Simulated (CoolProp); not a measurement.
Nitrogen along the isobar 2.37 MPa: Z from the reference equation and from simpler models built on Tc = -147.0 °C, pc = 3.396 MPa, ω = 0.037; each cubic takes its own stable root.

The numbers come from the reference Helmholtz-energy equation of state, Span 2000 in CoolProp.

```json
[
 {"T (°C)": "-165.25", "phase": "liquid", "reference": "0.1143"},
 {"T (°C)": "-146.55", "phase": "gas", "reference": "0.7101"},
 {"T (°C)": "-127.85", "phase": "gas", "reference": "0.8348"},
 {"T (°C)": "-109.15", "phase": "gas", "reference": "0.8946"},
 {"T (°C)": "-90.35", "phase": "gas", "reference": "0.9298"},
 {"T (°C)": "-71.65", "phase": "gas", "reference": "0.9522"},
 {"T (°C)": "-52.95", "phase": "gas", "reference": "0.9674"},
 {"T (°C)": "-34.25", "phase": "gas", "reference": "0.9782"},
 {"T (°C)": "-15.55", "phase": "gas", "reference": "0.9859"},
 {"T (°C)": "3.15", "phase": "gas", "reference": "0.9917"}
]
```

Task: How far does each simpler model (Soave-Redlich-Kwong, Peng-Robinson) lie from the reference over these 10 states: mean and median of the absolute difference, and the worst?

Result: 
- Soave-Redlich-Kwong: mean 0.7 %, median 0.3 %, worst +4.9 % at -165.25 °C and 2.37 MPa
- Peng-Robinson: mean 2.2 %, median 1.5 %, worst -7.2 % at -165.25 °C and 2.37 MPa
